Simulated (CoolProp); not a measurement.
Vapour-liquid equilibrium of benzene (1) + n-heptane (2) at 495.8 K; x and y are mole fractions of (1).

Computed with CoolProp (multi-fluid Helmholtz-energy mixture model, Thol 2012 and Span 2003; pair parameters Bell 2016).

```json
[
 {"x": "0.05", "bubble pressure, mixture model (kPa)": "1464", "bubble pressure, Raoult's law (kPa)": "1453", "y, mixture model": "0.066", "y, Raoult's law": "0.070"},
 {"x": "0.125", "bubble pressure, mixture model (kPa)": "1527", "bubble pressure, Raoult's law (kPa)": "1499", "y, mixture model": "0.160", "y, Raoult's law": "0.170"},
 {"x": "0.2", "bubble pressure, mixture model (kPa)": "1589", "bubble pressure, Raoult's law (kPa)": "1545", "y, mixture model": "0.249", "y, Raoult's law": "0.264"},
 {"x": "0.275", "bubble pressure, mixture model (kPa)": "1651", "bubble pressure, Raoult's law (kPa)": "1591", "y, mixture model": "0.334", "y, Raoult's law": "0.352"},
 {"x": "0.35", "bubble pressure, mixture model (kPa)": "1709", "bubble pressure, Raoult's law (kPa)": "1637", "y, mixture model": "0.413", "y, Raoult's law": "0.435"},
 {"x": "0.425", "bubble pressure, mixture model (kPa)": "1765", "bubble pressure, Raoult's law (kPa)": "1683", "y, mixture model": "0.488", "y, Raoult's law": "0.514"},
 {"x": "0.5", "bubble pressure, mixture model (kPa)": "1817", "bubble pressure, Raoult's law (kPa)": "1730", "y, mixture model": "0.559", "y, Raoult's law": "0.589"},
 {"x": "0.575", "bubble pressure, mixture model (kPa)": "1865", "bubble pressure, Raoult's law (kPa)": "1776", "y, mixture model": "0.627", "y, Raoult's law": "0.659"},
 {"x": "0.65", "bubble pressure, mixture model (kPa)": "1908", "bubble pressure, Raoult's law (kPa)": "1822", "y, mixture model": "0.693", "y, Raoult's law": "0.727"},
 {"x": "0.725", "bubble pressure, mixture model (kPa)": "1946", "bubble pressure, Raoult's law (kPa)": "1868", "y, mixture model": "0.758", "y, Raoult's law": "0.791"},
 {"x": "0.8", "bubble pressure, mixture model (kPa)": "1979", "bubble pressure, Raoult's law (kPa)": "1914", "y, mixture model": "0.822", "y, Raoult's law": "0.851"},
 {"x": "0.875", "bubble pressure, mixture model (kPa)": "2006", "bubble pressure, Raoult's law (kPa)": "1960", "y, mixture model": "0.887", "y, Raoult's law": "0.909"},
 {"x": "0.95", "bubble pressure, mixture model (kPa)": "2026", "bubble pressure, Raoult's law (kPa)": "2006", "y, mixture model": "0.954", "y, Raoult's law": "0.965"}
]
```

The largest gap from Raoult's law is +5.0 % in bubble pressure, at x = 0.5. No azeotrope shows between x = 0.05 and 0.95.

The pair parameters rest on a limited set of measurements; away from them the model extrapolates.
